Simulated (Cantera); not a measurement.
A Cantera script and what it prints.

```python
import numpy as np
import cantera as ct

gas_names = """
    CL CL2 H HCL H2 Si SiCL SiCL2 SiCL3 SiCL4 SiH SiHCL3 SiH2 SiH2CL2 SiH3 SiH3CL SiH4 Si2 Si3
""".split()
cond_names = """
    Si(cr) Si(L)
""".split()


def load(file, names, dense=False):
    # The tables refer to 1 bar. Condensed volumes are neglected.
    table = {s.name: s for s in ct.Species.list_from_file(file)}
    out = []
    for n in names:
        d = dict(table[n].input_data)
        d["thermo"] = dict(d["thermo"], **{"reference-pressure": 1e5})
        if dense:
            d["equation-of-state"] = {"model": "constant-volume", "density": "1e6 g/cm^3"}
        out.append(ct.Species.from_dict(d))
    return out


gas = ct.Solution(thermo="ideal-gas", species=load("nasa_gas.yaml", gas_names))
cond = {s.name: ct.Solution(thermo="fixed-stoichiometry", species=[s], name=s.name)
        for s in load("nasa_condensed.yaml", cond_names, dense=True)}
atoms = {
    'SiCl4': {'Si': 1, 'CL': 4},
    'HCl': {'H': 1, 'CL': 1},
    'H2': {'H': 2},
}
top_T = {}  # K; cautious upper limits of use, not melting points


def equilibrate(T, P, feed):
    n = {}
    for name, mol in feed.items():
        for a, k in atoms[name].items():
            n[a] = n.get(a, 0.0) + k * mol
    gas.TPX = T, P, n
    mass = sum(n.values()) * gas.mean_molecular_weight
    gas.equilibrate("TP")
    valid = [c for c in cond.values() if c.min_temp <= T <= top_T.get(c.name, c.max_temp)]
    mix = ct.Mixture([(gas, mass / gas.mean_molecular_weight)] + [(c, 0.0) for c in valid])
    mix.T, mix.P = T, P
    mix.equilibrate("TP", solver="vcs", rtol=1e-11, max_steps=5000)
    return mix


results = []
feed = {'SiCl4': 1, 'HCl': 4, 'H2': 5.1}  # mol
P = 133.322  # Pa
for T in [1225, 1325, 1425, 1525, 1625, 1725, 1825]:
    mix = equilibrate(T, P, feed)
    results.append((T, P, feed, dict(zip(mix.species_names, mix.species_moles))))

top = {s: max(r[3][s] / sum(r[3][g] for g in gas_names) for r in results) for s in gas_names}
cols = sorted((s for s in top if top[s] > 0.001), key=lambda s: -top[s])[:9]
seen = [c for c in cond_names if any(r[3].get(c, 0) > 1e-12 for r in results)]
print("log10 of partial pressures in bar; condensed amounts in mol")
print(f"{'T/K':>10s}" + "".join(f"{s[:9]:>10s}" for s in cols + seen))
for T, P, feed, n in results:
    ng = sum(n[g] for g in gas_names)
    print(f"{T:10.4g}" + "".join(f"{np.log10(max(n[s] / ng * P / 1e5, 1e-99)):10.3f}" for s in cols)
          + "".join(f"{n.get(c, 0):10.4g}" for c in seen))
```

Result:

```
log10 of partial pressures in bar; condensed amounts in mol
       T/K       HCL        H2     SiCL2     SiCL4     SiCL3        CL         H    SiHCL3
      1225    -3.224    -3.216    -4.483    -4.125    -4.753    -8.187    -8.114    -5.624
      1325    -3.176    -3.265    -4.120    -4.567    -4.711    -7.407    -7.419    -5.946
      1425    -3.154    -3.292    -3.994    -5.181    -4.885    -6.761    -6.812    -6.425
      1525    -3.148    -3.301    -3.953    -5.819    -5.122    -6.219    -6.277    -6.919
      1625    -3.146    -3.305    -3.938    -6.409    -5.357    -5.749    -5.804    -7.375
      1725    -3.148    -3.307    -3.932    -6.943    -5.574    -5.336    -5.385    -7.787
      1825    -3.153    -3.310    -3.932    -7.428    -5.774    -4.971    -5.011    -8.159
```

Equilibrium computed with Cantera from the NASA thermochemical tables; the gas is ideal and each condensed phase is pure. The tables' values for SiCl3, SiCl are old estimates; treat these amounts as uncertain.
